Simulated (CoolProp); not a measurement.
Acetone along the isobar 1.17 MPa: density (kg/m³) from the reference equation and from simpler models built on Tc = 508.1 K, pc = 4.692 MPa, ω = 0.307; each cubic takes its own stable root.

Model: reference Helmholtz-energy equation of state, Lemmon 2006, in CoolProp. It is a short technical equation, of lower accuracy than the large ones.

```json
[
 {"T (K)": "199.2", "phase": "liquid", "reference": "…", "van der Waals": "447.8", "Redlich-Kwong": "…", "Peng-Robinson": "759.1"},
 {"T (K)": "226.3", "phase": "liquid", "reference": "862.8", "van der Waals": "…", "Redlich-Kwong": "649.0", "Peng-Robinson": "…"},
 {"T (K)": "253.3", "phase": "liquid", "reference": "834.3", "van der Waals": "424.7", "Redlich-Kwong": "629.6", "Peng-Robinson": "726.4"},
 {"T (K)": "280.3", "phase": "liquid", "reference": "805.4", "van der Waals": "411.9", "Redlich-Kwong": "608.3", "Peng-Robinson": "706.9"},
 {"T (K)": "307.3", "phase": "liquid", "reference": "775.6", "van der Waals": "398.0", "Redlich-Kwong": "584.8", "Peng-Robinson": "684.7"},
 {"T (K)": "334.4", "phase": "liquid", "reference": "744.2", "van der Waals": "382.6", "Redlich-Kwong": "558.7", "Peng-Robinson": "659.1"},
 {"T (K)": "361.4", "phase": "liquid", "reference": "710.9", "van der Waals": "365.1", "Redlich-Kwong": "529.4", "Peng-Robinson": "629.5"},
 {"T (K)": "388.4", "phase": "liquid", "reference": "674.4", "van der Waals": "25.17", "Redlich-Kwong": "495.9", "Peng-Robinson": "594.3"},
 {"T (K)": "415.4", "phase": "liquid", "reference": "632.7", "van der Waals": "22.77", "Redlich-Kwong": "23.81", "Peng-Robinson": "551.1"},
 {"T (K)": "442.5", "phase": "gas", "reference": "22.74", "van der Waals": "20.86", "Redlich-Kwong": "21.49", "Peng-Robinson": "22.05"}
]
```

Q: What belongs in the gaps?

A: 
- 199.2, reference: 891.4
- 199.2, Redlich-Kwong: 666.7
- 226.3, van der Waals: 436.6
- 226.3, Peng-Robinson: 743.7

At some of these states van der Waals, Redlich-Kwong gives the other phase, because its saturation line lies elsewhere.
